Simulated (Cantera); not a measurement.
Cantera run:

```python
import numpy as np
import cantera as ct

gas_names = """
    AL ALC ALH ALN ALO ALOH ALO2 ALO2H AL2 AL2O AL2O2 C CH CH2 CH3 CH2OH CH3O CH4 CH3OH CN CO CO2 COOH
    C2 C2H CHCO,ketyl C2H2,acetylene C2H2,vinylidene CH2CO,ketene C2H3,vinyl CH3CN CH3CO,acetyl C2H4
    C2H4O,ethylen CH3CHO,ethanal CH3COOH (HCOOH)2 C2H5 C2H6 CH3OCH3 C2H5OH CCN CNC C2N2 C2O C3
    C3H3,propargyl C3H4,allene C3H4,propyne C3H4,cyclo- C3H5,allyl C3H6,propylene C3H6,cyclo- C3H6O
    C3H7,n-propyl C3H7,i-propyl C3H8 C3H8O,1propanol C3H8O,2propanol C3O2 C4 C4H2 C4H4,1,3-cyclo-
    C4H6,butadiene C4H6,2-butyne C4H6,cyclo- C4H8,1-butene C4H8,cis2-buten C4H8,tr2-butene
    C4H8,isobutene C4H8,cyclo- (CH3COOH)2 C4H9,n-butyl C4H9,i-butyl C4H9,s-butyl C4H9,t-butyl
    C4H10,isobutane C4H10,n-butane C4N2 C5 C5H6,1,3cyclo- C5H8,cyclo- C5H10,1-pentene C5H10,cyclo-
    C5H11,pentyl C5H11,t-pentyl C5H12,n-pentane C5H12,i-pentane CH3C(CH3)2CH3 C6H2 C6H5,phenyl
    C6H5O,phenoxy C6H6 C6H5OH,phenol C6H10,cyclo- C6H12,1-hexene C6H12,cyclo- C6H13,n-hexyl C7H7,benzyl
    C7H8 C7H8O,cresol C7H14,1-heptene C7H15,n-heptyl C7H16,n-heptane C8H8,styrene C8H10,ethylbenz
    C8H16,1-octene C8H17,n-octyl C8H18,isooctane C8H18,n-octane C9H19,n-nonyl C10H8,naphthale
    C10H21,n-decyl C12H9,o-bipheny C12H10,bipheny H HALO HCN HCO HCCN HNC HNCO HNO HNO2 HNO3 HO2 H2
    HCHO,formaldehy HCOOH H2O H2O2 N NCO NH NH2 NH3 NH2OH NO NO2 NO3 N2 N2H2 N2H4 N2O O OH O2 O3
""".split()
cond_names = """
    AL(cr) AL(L) ALN(s) AL2O3(a) AL2O3(L) C(gr) C6H6(L) C7H8(L) C8H18(L),n-octa H2O(s) H2O(L)
""".split()


def load(file, names, dense=False):
    # The tables refer to 1 bar. Condensed volumes are neglected.
    table = {s.name: s for s in ct.Species.list_from_file(file)}
    out = []
    for n in names:
        d = dict(table[n].input_data)
        d["thermo"] = dict(d["thermo"], **{"reference-pressure": 1e5})
        if dense:
            d["equation-of-state"] = {"model": "constant-volume", "density": "1e6 g/cm^3"}
        out.append(ct.Species.from_dict(d))
    return out


gas = ct.Solution(thermo="ideal-gas", species=load("nasa_gas.yaml", gas_names))
cond = {s.name: ct.Solution(thermo="fixed-stoichiometry", species=[s], name=s.name)
        for s in load("nasa_condensed.yaml", cond_names, dense=True)}
atoms = {
    'Al(CH3)3': {'AL': 1, 'C': 3, 'H': 9},
    'H2O': {'H': 2, 'O': 1},
    'N2': {'N': 2},
}
top_T = {'ALN(s)': 2750, 'C(gr)': 4500}  # K; cautious upper limits of use, not melting points


def equilibrate(T, P, feed):
    n = {}
    for name, mol in feed.items():
        for a, k in atoms[name].items():
            n[a] = n.get(a, 0.0) + k * mol
    gas.TPX = T, P, n
    mass = sum(n.values()) * gas.mean_molecular_weight
    gas.equilibrate("TP")
    valid = [c for c in cond.values() if c.min_temp <= T <= top_T.get(c.name, c.max_temp)]
    mix = ct.Mixture([(gas, mass / gas.mean_molecular_weight)] + [(c, 0.0) for c in valid])
    mix.T, mix.P = T, P
    mix.equilibrate("TP", solver="vcs", rtol=1e-11, max_steps=5000)
    return mix


results = []
feed = {'Al(CH3)3': 1, 'H2O': 0.3, 'N2': 6.4}  # mol
P = 640  # Pa
for T in [750, 950, 1150, 1350, 1550, 1750, 1950, 2150]:
    mix = equilibrate(T, P, feed)
    results.append((T, P, feed, dict(zip(mix.species_names, mix.species_moles))))
    x = sorted(zip(gas.X, gas.species_names), reverse=True)
    print(f"T = {T:g} K  P = {P:g} Pa  gas = {mix.phase_moles(0):.4g} mol")
    print("   x: " + "  ".join(f"{s} {v:.3e}" for v, s in x if v > 1e-06))
    print("   condensed (mol): " + ("  ".join(f"{mix.phase(i).name} {mix.phase_moles(i):.4g}"
          for i in range(1, mix.n_phases) if mix.phase_moles(i) > 1e-12) or "none"))
```

It prints:

```
T = 750 K  P = 640 Pa  gas = 10.76 mol
   x: N2 5.577e-01  H2 4.383e-01  CH4 3.928e-03  NH3 7.086e-06
   condensed (mol): ALN(s) 0.8  AL2O3(a) 0.1  C(gr) 2.958
T = 950 K  P = 640 Pa  gas = 10.8 mol
   x: N2 5.557e-01  H2 4.441e-01  CH4 2.116e-04  CO 7.453e-06  NH3 1.164e-06  HCN 1.109e-06
   condensed (mol): ALN(s) 0.8001  AL2O3(a) 0.09997  C(gr) 2.998
T = 1150 K  P = 640 Pa  gas = 10.81 mol
   x: N2 5.547e-01  H2 4.440e-01  CO 1.246e-03  CH4 2.953e-05  HCN 2.074e-05
   condensed (mol): ALN(s) 0.809  AL2O3(a) 0.09551  C(gr) 2.986
T = 1350 K  P = 640 Pa  gas = 11 mol
   x: N2 5.363e-01  H2 4.363e-01  CO 2.727e-02  HCN 1.576e-04  H 1.968e-05  CH4 7.022e-06  HNC 1.549e-06
   condensed (mol): ALN(s) 1  C(gr) 2.698
T = 1550 K  P = 640 Pa  gas = 11 mol
   x: N2 5.359e-01  H2 4.358e-01  CO 2.727e-02  HCN 7.186e-04  H 2.599e-04  HNC 1.419e-05  C2H2,acetylene 6.992e-06  CH4 2.471e-06
   condensed (mol): ALN(s) 1  C(gr) 2.692
T = 1750 K  P = 640 Pa  gas = 11.01 mol
   x: N2 5.346e-01  H2 4.336e-01  CO 2.724e-02  HCN 2.300e-03  H 1.914e-03  AL 2.396e-04  HNC 7.777e-05  C2H2,acetylene 4.982e-05  ALH 6.603e-06  CH4 1.099e-06
   condensed (mol): ALN(s) 0.9973  C(gr) 2.673
T = 1950 K  P = 640 Pa  gas = 11.41 mol
   x: N2 5.246e-01  H2 4.126e-01  CO 2.626e-02  AL 2.091e-02  H 9.204e-03  HCN 5.605e-03  ALH 3.362e-04  HNC 2.902e-04  C2H2,acetylene 2.255e-04  AL2O 1.900e-05  CN 2.617e-06  AL2 1.116e-06
   condensed (mol): ALN(s) 0.757  C(gr) 2.628
T = 2150 K  P = 640 Pa  gas = 12.69 mol
   x: N2 4.984e-01  H2 3.556e-01  AL 7.799e-02  H 3.144e-02  CO 2.363e-02  HCN 1.074e-02  HNC 7.863e-04  ALH 7.659e-04  C2H2,acetylene 6.887e-04  CN 3.074e-05  AL2 5.739e-06  AL2O 4.706e-06  C2N2 3.362e-06  C2H 1.829e-06
   condensed (mol): C(gr) 2.536
```

Equilibrium computed with Cantera from the NASA thermochemical tables; the gas is ideal and each condensed phase is pure. The feed counts by its element totals alone. Mutual solubility and eutectic melting of coexisting phases are not modelled. Condensed phases not in the tables: aluminium oxynitride.
